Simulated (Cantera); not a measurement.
A closed system holds: 1 mol SiCl4, 1.3 mol Cl2, a varied amount of H2, equilibrated at 925 K and 2.70 bar.

Equilibrium computed with Cantera from the NASA thermochemical tables; the gas is ideal and each condensed phase is pure. Candidate condensed phases: Si; 19 gas species. Kinetics and transport are ignored.

### Question
At 8.4 mol H2, list the 4 most abundant gas species with their mole fractions, and the condensed phases.

### Answer
H2 0.663, HCl 0.244, SiCl4 0.0925, SiHCl3 0.000913. Condensed: gas only.
